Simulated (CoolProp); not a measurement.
Vapour-liquid equilibrium of n-butane (1) + cis-2-butene (2) at 245.7 K; x and y are mole fractions of (1).

Computed with CoolProp (multi-fluid Helmholtz-energy mixture model, Bücker 2006 and Lemmon 2005; pair parameters Bell 2016).

**Question.** Give the bubble pressure and the first vapour's composition at x = 0.15, 0.35, 0.45. Is there an azeotrope?

**Answer.** x = 0.15: 0.02726 MPa, y = 0.191; x = 0.35: 0.02876 MPa, y = 0.404; x = 0.45: 0.02938 MPa, y = 0.502. No azeotrope shows between x = 0.05 and 0.95.

The pair parameters rest on a limited set of measurements; away from them the model extrapolates.
